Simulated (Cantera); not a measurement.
**Catalytic combustion on Pt**

An isothermal plug-flow reactor at 725 K and 1800 Torr (inlet), inlet velocity 1.9 m/s, active area per volume 2100 1/m; feed H₂ : O₂ : N₂ = 0.022 : 0.048 : 0.79 (molar parts), equivalence ratio 0.23.

Computed with Cantera and Deutschmann's 1995 Pt surface mechanism with GRI-Mech 3.0 gas chemistry. Catalytic surfaces can have several steady states; this one follows from the mechanism file's or the stated starting coverage. Mass transfer to the wall is taken as infinitely fast.

```csv
z (m),x H₂,x O₂,x H₂O,θ free Pt,θ O*,θ OH*
3.1e-05,0.0128,0.0497,0.0129,0.472,0.510,0.0180
5.2e-05,0.00941,0.0481,0.0164,0.358,0.624,0.0177
8.7e-05,0.00644,0.0467,0.0194,0.253,0.731,0.0165
0.00014,0.00432,0.0456,0.0215,0.173,0.812,0.0147
0.00024,0.00264,0.0448,0.0232,0.108,0.879,0.0123
0.0004,0.00162,0.0444,0.0243,0.0676,0.922,0.0101
0.00067,0.000964,0.0440,0.0249,0.0421,0.950,0.00816
0.0011,0.000570,0.0439,0.0253,0.0276,0.966,0.00670
0.0019,0.000298,0.0437,0.0256,0.0188,0.976,0.00557
0.0031,0.000146,0.0437,0.0258,0.0147,0.980,0.00495
```
x: gas mole fraction; θ: surface coverage.
